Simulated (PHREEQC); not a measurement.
Solution (25 °C): 0.04 mol/kgw TMAH, 0.00016 mol/kgw K2SiO3 and 0.057 mol/kgw Na2CO3. Closed to the air; pH follows from the charge balance.

The numbers come from PHREEQC with the ion-association model, wateq4f.dat.

The ionic strength comes out as 0.170 mol/kgw. What activity coefficients do HCO3-, CO3-2, H3SiO4-, K+, Na+ get?

HCO3- 0.76, CO3-2 0.33, H3SiO4- 0.73, K+ 0.72, Na+ 0.75.

No solid was allowed to form. Species that the database lacks are ignored. (CH3)4N+ isn't in the database: it is added as a free cation with an ion size of 4 Å.
